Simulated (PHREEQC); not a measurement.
A solution holds 0.097 mol HCl and 0.0034 mol MnSO4 per kg of water, at 25 °C. Closed to the air; pH follows from the charge balance.

Computed with PHREEQC (ion-association model, phreeqc.dat).

Each row changes one thing in this solution. No solid was allowed to form.

```tsv
case	pH	ionic strength (mol/kgw)
as made	1.11	0.104
MnSO4 left out	[?]	0.0970
temperature from 25 to 70 °C	1.12	[?]
MnSO4 from 0.0034 to 0.0051 mol/kgw	1.12	0.108
HCl from 0.097 to 0.0194 mol/kgw	[?]	0.0286
MnSO4 replaced by Fe2(SO4)3 at the same molality	[?]	0.113
temperature from 25 to 15 °C	1.11	0.104
diluted 10-fold with water	[?]	0.0108
```

Problem. What belongs in the gaps?

Solution. 
- MnSO4 left out, pH: 1.10
- temperature from 25 to 70 °C, ionic strength (mol/kgw): 0.103
- HCl from 0.097 to 0.0194 mol/kgw, pH: 1.81
- MnSO4 replaced by Fe2(SO4)3 at the same molality, pH: 1.13
- diluted 10-fold with water, pH: 2.06

Some of these states are supersaturated (in Hematite (slow to form), Goethite (slow to form), for instance). At this temperature some constants are extrapolated from 25 °C, and those without enthalpy data are left unchanged.
